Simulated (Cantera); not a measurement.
Cantera run:

```python
import numpy as np
import cantera as ct

gas_names = """
    Br Br2 H HBr HO2 H2 H2O H2O2 Mg MgBr MgBr2 MgH MgO MgOH MgO2H2 Mg2 O OH O2 O3
""".split()
cond_names = """
    Br2(cr) Br2(L) H2O(s) H2O(L) Mg(cr) Mg(L) MgBr2(s) MgBr2(L) MgO(s) MgO(L) MgO2H2(s)
""".split()


def load(file, names, dense=False):
    # The tables refer to 1 bar. Condensed volumes are neglected.
    table = {s.name: s for s in ct.Species.list_from_file(file)}
    out = []
    for n in names:
        d = dict(table[n].input_data)
        d["thermo"] = dict(d["thermo"], **{"reference-pressure": 1e5})
        if dense:
            d["equation-of-state"] = {"model": "constant-volume", "density": "1e6 g/cm^3"}
        out.append(ct.Species.from_dict(d))
    return out


gas = ct.Solution(thermo="ideal-gas", species=load("nasa_gas.yaml", gas_names))
cond = {s.name: ct.Solution(thermo="fixed-stoichiometry", species=[s], name=s.name)
        for s in load("nasa_condensed.yaml", cond_names, dense=True)}
atoms = {
    'MgO': {'Mg': 1, 'O': 1},
    'Br2': {'Br': 2},
    'H2': {'H': 2},
}
top_T = {}  # K; cautious upper limits of use, not melting points


def equilibrate(T, P, feed):
    n = {}
    for name, mol in feed.items():
        for a, k in atoms[name].items():
            n[a] = n.get(a, 0.0) + k * mol
    gas.TPX = T, P, n
    mass = sum(n.values()) * gas.mean_molecular_weight
    gas.equilibrate("TP")
    valid = [c for c in cond.values() if c.min_temp <= T <= top_T.get(c.name, c.max_temp)]
    mix = ct.Mixture([(gas, mass / gas.mean_molecular_weight)] + [(c, 0.0) for c in valid])
    mix.T, mix.P = T, P
    mix.equilibrate("TP", solver="vcs", rtol=1e-11, max_steps=5000)
    return mix


results = []
feed = {'MgO': 1, 'Br2': 0.032, 'H2': 0.14}  # mol
P = 1000  # Pa
for T in [825, 875, 925, 975, 1025, 1075, 1125, 1175]:
    mix = equilibrate(T, P, feed)
    results.append((T, P, feed, dict(zip(mix.species_names, mix.species_moles))))

top = {s: max(r[3][s] / sum(r[3][g] for g in gas_names) for r in results) for s in gas_names}
cols = sorted((s for s in top if top[s] > 0.0001), key=lambda s: -top[s])[:7]
seen = [c for c in cond_names if any(r[3].get(c, 0) > 1e-12 for r in results)]
print("log10 of partial pressures in bar; condensed amounts in mol")
print(f"{'T/K':>10s}" + "".join(f"{s[:9]:>10s}" for s in cols + seen))
for T, P, feed, n in results:
    ng = sum(n[g] for g in gas_names)
    print(f"{T:10.4g}" + "".join(f"{np.log10(max(n[s] / ng * P / 1e5, 1e-99)):10.3f}" for s in cols)
          + "".join(f"{n.get(c, 0):10.4g}" for c in seen))
```

It prints:

```
log10 of partial pressures in bar; condensed amounts in mol
       T/K        H2       HBr       H2O     MgBr2        Br    MgO(s)
       825    -2.202    -2.432    -4.885    -4.885    -8.426    0.9998
       875    -2.202    -2.434    -4.662    -4.662    -7.881    0.9996
       925    -2.202    -2.437    -4.465    -4.465    -7.394    0.9994
       975    -2.202    -2.442    -4.290    -4.290    -6.959    0.9991
      1025    -2.202    -2.447    -4.135    -4.135    -6.567    0.9987
      1075    -2.202    -2.454    -3.997    -3.997    -6.213    0.9983
      1125    -2.202    -2.462    -3.874    -3.874    -5.892    0.9977
      1175    -2.202    -2.472    -3.765    -3.765    -5.600     0.997
```

Equilibrium computed with Cantera from the NASA thermochemical tables; the gas is ideal and each condensed phase is pure.
